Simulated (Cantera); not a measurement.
Source: NASA polynomial tables (part measured, part estimated), evaluated in Cantera. Values are per mole of reaction as written; species without (g) are pure solids or liquids, kept so even where they would boil at 1 bar.

2 Li + H2O(g) → Li2O + H2(g), with ΔH° = -356.9 kJ and ΔS° = -78.5 J/K at 300 K.

Problem. How far is the shortcut ΔG° ≈ ΔH°(300 K) − T·ΔS°(300 K) from the full temperature-dependent value at 975, 1050, 1125, 1200, 1275, 1350, 1425, 1500, 1575 K?

Solution. 
| T (K) | shortcut (kJ) | full (kJ) | difference (kJ) | difference in log10 K | condensed phases |
|---|---|---|---|---|---|
| 975 | -280.4 | -275.8 | -4.6 | 0.25 | Li(l), Li2O(s) |
| 1050 | -274.5 | -269.2 | -5.3 | 0.27 | Li(l), Li2O(s) |
| 1125 | -268.6 | -263.1 | -5.6 | 0.26 | Li(l), Li2O(s) |
| 1200 | -262.7 | -257.0 | -5.7 | 0.25 | Li(l), Li2O(s) |
| 1275 | -256.8 | -251.1 | -5.7 | 0.23 | Li(l), Li2O(s) |
| 1350 | -251.0 | -245.3 | -5.6 | 0.22 | Li(l), Li2O(s) |
| 1425 | -245.1 | -239.6 | -5.5 | 0.20 | Li(l), Li2O(s) |
| 1500 | -239.2 | -234.0 | -5.2 | 0.18 | Li(l), Li2O(s) |
| 1575 | -233.3 | -228.4 | -4.9 | 0.16 | Li(l), Li2O(s) |
The shortcut ignores heat capacities and the phase changes listed.
